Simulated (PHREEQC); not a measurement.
Consider water at 5 °C with 0.021 mol/kgw HF and 0.3 mol/kgw (CH3)4NF. Closed to the air; pH follows from the charge balance.

Model: ion-association model, phreeqc.dat, run in PHREEQC.

Each row changes one thing in this solution. This is a speciation only: nothing precipitates in the calculation.

| case | pH | ionic strength (mol/kgw) | F- (mol/kgw) | HF (mol/kgw) | HF2- (mol/kgw) |
|---|---|---|---|---|---|
| as made | 4.25 | 0.300 | 0.290 | 0.0111 | 0.00986 |
| HF from 0.021 to 0.0189 mol/kgw | 4.30 | 0.300 | 0.291 | 0.00994 | 0.00889 |
| (CH3)4NF left out | … | 0.00431 | 0.00410 | 0.0165 | … |
| 0.078 mol/kgw HCl added | … | 0.301 | 0.187 | 0.0625 | 0.0359 |
| diluted 10-fold with water | 4.16 | … | 0.0299 | … | 0.000172 |
| diluted 100-fold with water | 4.29 | 0.00305 | 0.00305 | 0.000155 | 1.47e-6 |

Task: Complete the blanks.

Result: 
- (CH3)4NF left out, pH: 2.39
- (CH3)4NF left out, HF2- (mol/kgw): 0.000211
- 0.078 mol/kgw HCl added, pH: 3.31
- diluted 10-fold with water, ionic strength (mol/kgw): 0.0301
- diluted 10-fold with water, HF (mol/kgw): 0.00185

(CH3)4N+ isn't in the database: it is added as a free cation with an ion size of 4 Å. Constants without temperature data keep their 25 °C values here.
